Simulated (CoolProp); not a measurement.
Ethanol along the isobar 1.69 bar: Z from the reference equation and from simpler models built on Tc = 514.7 K, pc = 62.68 bar, ω = 0.644; each cubic takes its own stable root.

Computed with CoolProp (reference Helmholtz-energy equation of state, Schroeder 2014).

```tsv
T (K)	phase	reference	van der Waals	Soave-Redlich-Kwong	Peng-Robinson
168.7	liquid	0.006175	0.01154	0.007525	0.006734
180.3	liquid	0.005851	0.01090	0.007084	0.006337
191.9	liquid	0.005565	0.01035	0.006700	0.005991
203.5	liquid	0.005311	0.009858	0.006362	0.005686
215.2	liquid	0.005083	0.009424	0.006062	0.005415
226.8	liquid	0.004880	0.009043	0.005798	0.005176
238.4	liquid	0.004698	0.008703	0.005563	0.004964
250	liquid	0.004534	0.008400	0.005353	0.004774
261.6	liquid	0.004385	0.9611	0.005166	0.004604
273.2	liquid	0.004250	0.9648	0.004999	0.004453
284.8	liquid	0.004127	0.9679	0.004850	0.004317
296.5	liquid	0.004015	0.9708	0.004716	0.004194
308.1	liquid	0.003914	0.9732	0.004598	0.004087
319.7	liquid	0.003822	0.9754	0.004494	0.003992
331.3	liquid	0.003739	0.9773	0.004404	0.003908
342.9	liquid	0.003666	0.9790	0.004326	0.003837
```

At some of these states van der Waals gives the other phase, because its saturation line lies elsewhere.
